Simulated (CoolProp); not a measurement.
Vapour-liquid equilibrium of ethylene (1) + propylene (2) at 0.249 MPa; x and y are mole fractions of (1).

The numbers come from the multi-fluid Helmholtz-energy mixture model, Smukala 2000 and Lemmon 2013; pair parameters Bell 2016 in CoolProp.

Q: Give the bubble temperature and the first vapour's composition at x = 0.125, 0.35, 0.95. Is there an azeotrope?

A: x = 0.125: -45.3 °C, y = 0.586; x = 0.35: -65.2 °C, y = 0.879; x = 0.95: -85.7 °C, y = 0.997. No azeotrope shows between x = 0.05 and 0.95.

The pair parameters rest on a limited set of measurements; away from them the model extrapolates. The gap from Raoult's law changes sign with composition, which may be real or a fault of the pair parameters; it wasn't checked against measurements.
